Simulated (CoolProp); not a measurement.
Carbon dioxide along the isobar 6.42 MPa: Z from the reference equation and from simpler models built on Tc = 304.1 K, pc = 7.377 MPa, ω = 0.224; each cubic takes its own stable root.

Values from CoolProp's reference Helmholtz-energy equation of state, Span 1996.

```json
[
 {"T (K)": "242.3", "phase": "liquid", "reference": "0.1280", "van der Waals": "?", "Soave-Redlich-Kwong": "0.1396", "Peng-Robinson": "0.1234"},
 {"T (K)": "268", "phase": "liquid", "reference": "0.1294", "van der Waals": "0.2053", "Soave-Redlich-Kwong": "0.1451", "Peng-Robinson": "?"},
 {"T (K)": "293.8", "phase": "liquid", "reference": "0.1470", "van der Waals": "?", "Soave-Redlich-Kwong": "?", "Peng-Robinson": "0.1595"},
 {"T (K)": "319.5", "phase": "gas", "reference": "0.6844", "van der Waals": "0.6974", "Soave-Redlich-Kwong": "?", "Peng-Robinson": "0.6659"},
 {"T (K)": "345.2", "phase": "gas", "reference": "0.7817", "van der Waals": "0.7728", "Soave-Redlich-Kwong": "0.7900", "Peng-Robinson": "0.7652"},
 {"T (K)": "370.9", "phase": "gas", "reference": "0.8396", "van der Waals": "0.8213", "Soave-Redlich-Kwong": "0.8491", "Peng-Robinson": "0.8261"},
 {"T (K)": "396.6", "phase": "gas", "reference": "0.8787", "van der Waals": "0.8557", "Soave-Redlich-Kwong": "0.8894", "Peng-Robinson": "0.8681"},
 {"T (K)": "422.3", "phase": "gas", "reference": "0.9067", "van der Waals": "0.8815", "Soave-Redlich-Kwong": "0.9185", "Peng-Robinson": "0.8987"},
 {"T (K)": "448.1", "phase": "gas", "reference": "?", "van der Waals": "0.9016", "Soave-Redlich-Kwong": "0.9402", "Peng-Robinson": "0.9219"},
 {"T (K)": "473.8", "phase": "gas", "reference": "0.9438", "van der Waals": "0.9175", "Soave-Redlich-Kwong": "0.9568", "Peng-Robinson": "0.9397"},
 {"T (K)": "499.5", "phase": "gas", "reference": "0.9563", "van der Waals": "0.9304", "Soave-Redlich-Kwong": "0.9696", "Peng-Robinson": "0.9537"}
]
```

Question: Some entries are withheld; supply them.

Answer: 
- 242.3, van der Waals: 0.2031
- 268, Peng-Robinson: 0.1283
- 293.8, van der Waals: 0.2448
- 293.8, Soave-Redlich-Kwong: 0.1787
- 319.5, Soave-Redlich-Kwong: 0.6925
- 448.1, reference: 0.9277
